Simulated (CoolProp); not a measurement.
A closed Brayton cycle with carbon dioxide: compressor inlet 309.15 K and 8.4 MPa, high pressure 27.5 MPa, turbine inlet 770 K, compressor efficiency 0.85, turbine efficiency 0.9, recuperator effectiveness 0 (on enthalpy, no pinch check). Each further row changes one setting.

Computed with CoolProp (reference Helmholtz-energy equation of state, Span 1996).

```json
[
 {"case": "as stated", "thermal efficiency (%)": "17.6", "net work (kJ/kg)": "106", "compressor to turbine work": "0.25", "compressor exit (K)": "355.7", "turbine exit (K)": "634.7"},
 {"case": "turbine inlet 720 K", "thermal efficiency (%)": "17.6", "net work (kJ/kg)": "95.3", "compressor to turbine work": "0.27", "compressor exit (K)": "355.7", "turbine exit (K)": "589.6"},
 {"case": "compressor inlet 319.15 K", "thermal efficiency (%)": "17.1", "net work (kJ/kg)": "84.0", "compressor to turbine work": "0.40", "compressor exit (K)": "410.6", "turbine exit (K)": "634.7"},
 {"case": "high pressure 23.4 MPa", "thermal efficiency (%)": "15.6", "net work (kJ/kg)": "95.7", "compressor to turbine work": "0.23", "compressor exit (K)": "348.7", "turbine exit (K)": "652.6"},
 {"case": "recuperator effectiveness 0.5", "thermal efficiency (%)": "24.3", "net work (kJ/kg)": "106", "compressor to turbine work": "0.25", "compressor exit (K)": "355.7", "turbine exit (K)": "634.7"}
]
```
